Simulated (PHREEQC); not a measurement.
Solution (35 °C): 0.72 mol/kgw CaCl2, 0.002 mol/kgw Na2B4O7 and 0.14 mol/kgw MgCl2. Closed to the air; pH follows from the charge balance.

Equilibrium calculation in PHREEQC: Pitzer model, pitzer.dat.

Q: The ionic strength comes out as 2.58 mol/kgw. What activity coefficients do B3O3(OH)4-, Na+, Cl-, CaB(OH)4+, Mg+2 get?

A: B3O3(OH)4- 0.32, Na+ 0.89, Cl- 0.58, CaB(OH)4+ 0.76, Mg+2 0.36. Single-ion values are on the MacInnes scale.

This is a speciation only: nothing precipitates in the calculation. Complexes and solids missing from the database can't appear. In brines, pH and single-ion activities rest on the MacInnes convention.
